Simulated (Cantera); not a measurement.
An isothermal, constant-pressure homogeneous reactor starts with CH4 : H2O = 1 : 0.55 (molar parts), at 1473 K and 3.20 bar.

Cantera simulation using GRI-Mech 3.0 (53 species, 325 reactions); the numbers are that mechanism's predictions, not measurements. GRI-Mech 3.0 stops at C3 and has no aromatics, soot or wall deposition, so with more carbon than oxygen in the feed, carbon stays in small species such as C2H2 where larger ones or solid carbon would form.

Problem. Predict: x(CH4) at 3.00 s; x(H2O) at 3.00 s; x(CO2) at 3.00 s; x(CH2CO) at 3.00 s.

Solution. 
- x(CH4) at 3.00 s = 0.241 (gas-phase equilibrium 0.145)
- x(H2O) at 3.00 s = 0.220 (gas-phase equilibrium 2.26e-5)
- x(CO2) at 3.00 s = 0.00672 (gas-phase equilibrium 2.91e-6)
- x(CH2CO) at 3.00 s = 1.25e-5 (gas-phase equilibrium 6.99e-7)
